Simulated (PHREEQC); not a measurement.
A PHREEQC input (ion-association model, phreeqc.dat):

```
SOLUTION 1
  temp 25
  units mg/L
  pH 6.81
  pe 12.1
  Na 56.5
  K 42.3
  Ca 83
  Mg 36.5
  Cl 199
  S(6) 108 as SO4
  Alkalinity 161 as HCO3
  B 0.216
END
USE solution 1
EQUILIBRIUM_PHASES 1
  Quaartz 0 0.5
  CO2(g) -3.4 10
END
```

It stops with these messages:

```
ERROR: Phase not found in database, Quaartz.
ERROR: Calculations terminating due to input errors.
```

The fault: the phase Quartz misspelt. The line should read `Quartz` where the input has `Quaartz`. With the mend the run ends at pH 8.53 and ionic strength 0.0140 mol/kgw.
